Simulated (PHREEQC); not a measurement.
0.071 g of hydrous ferric oxide (600 m²/g; 0.2 weak and 0.005 strong sites per Fe, Dzombak-Morel constants, diffuse double layer) in 1 kg of water with 0.01 mol/kgw of an inert sodium salt and 2e-06 mol BaCl2, at 25 °C; the pH is set by adding NaOH or the inert anion's acid. O2 is buffered at 0.21 atm. The system is closed to CO2. Nothing may precipitate in this run.

The series has 17 steps of pH, from 4 to 12.

The numbers come from PHREEQC with the ion-association model, wateq4f.dat.

Problem. Near which pH is half of the Ba sorbed, and on which side is more sorbed?

Solution. Near pH 8.3, with more sorbed at higher pH.
